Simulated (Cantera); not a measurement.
Input (Python, Cantera):

```python
import numpy as np
import cantera as ct

gas = ct.Solution("gri30.yaml")
gas.TPX = 575, 640000, {'C2H6': 1, 'O2': 7.61, 'N2': 67, 'H2O': 1.5}
inlet = ct.Reservoir(gas, clone=True)
gas.equilibrate("HP")  # start burning
reactor = ct.IdealGasConstPressureReactor(gas, energy="on", clone=False)
exhaust = ct.Reservoir(gas, clone=True)
tau = [0.48, 0.22, 0.098, 0.044, 0.02, 0.0089, 0.004, 0.0018, 0.00082, 0.00037, 0.00017, 7.5e-05, 3.4e-05][0]
for a, b in ((inlet, reactor), (reactor, exhaust)):
    ct.MassFlowController(a, b, mdot=lambda t: reactor.mass / tau)
net = ct.ReactorNet([reactor])
show = ['C2H6', 'O2', 'H2O', 'NO2', 'CH2', 'O']

rows = []
print(f"{'tau/s':>10s}{'T/K':>9s}" + "".join(f"{s:>11s}" for s in show))
for tau in [0.48, 0.22, 0.098, 0.044, 0.02, 0.0089, 0.004, 0.0018, 0.00082, 0.00037, 0.00017, 7.5e-05, 3.4e-05]:
    net.initial_time = 0.0
    net.advance(30 * tau)
    before = gas.X
    net.advance(40 * tau)
    drift = np.max(np.abs(gas.X - before) / (gas.X + 1e-9))
    rows.append([gas.T, *gas[show].X, drift])
    print(f"{tau:10.3e}{gas.T:9.1f}" + "".join(f"{x:11.3e}" for x in gas[show].X))
```

It prints:

```
     tau/s      T/K       C2H6         O2        H2O        NO2        CH2          O
 4.800e-01   1096.0  7.296e-05  5.545e-02  5.707e-02  2.037e-09  2.579e-11  9.510e-08
 2.200e-01   1056.8  1.715e-04  5.807e-02  5.591e-02  2.476e-10  3.976e-11  8.254e-08
 9.800e-02    575.0  1.297e-02  9.869e-02  1.945e-02 -2.070e-23  4.803e-36  1.133e-29
 4.400e-02    575.0  1.297e-02  9.869e-02  1.945e-02 -1.953e-27 -8.975e-39  9.888e-30
 2.000e-02    575.0  1.297e-02  9.869e-02  1.945e-02 -1.234e-28 -4.702e-40  7.753e-30
 8.900e-03    575.0  1.297e-02  9.869e-02  1.945e-02 -7.794e-30 -5.604e-41  5.209e-30
 4.000e-03    575.0  1.297e-02  9.869e-02  1.945e-02 -4.923e-31  2.210e-42  3.042e-30
 1.800e-03    575.0  1.297e-02  9.869e-02  1.945e-02 -3.110e-32 -5.676e-44  1.590e-30
 8.200e-04    575.0  1.297e-02  9.869e-02  1.945e-02 -1.964e-33  1.148e-43  7.816e-31
 3.700e-04    575.0  1.297e-02  9.869e-02  1.945e-02 -1.241e-34  2.866e-44  3.661e-31
 1.700e-04    575.0  1.297e-02  9.869e-02  1.945e-02 -7.838e-36 -4.340e-45  1.699e-31
 7.500e-05    575.0  1.297e-02  9.869e-02  1.945e-02 -4.951e-37  3.900e-46  7.493e-32
 3.400e-05    575.0  1.297e-02  9.869e-02  1.945e-02 -3.127e-38  2.592e-46  3.302e-32
```

Cantera simulation using GRI-Mech 3.0 (53 species, 325 reactions); the numbers are that mechanism's predictions, not measurements.
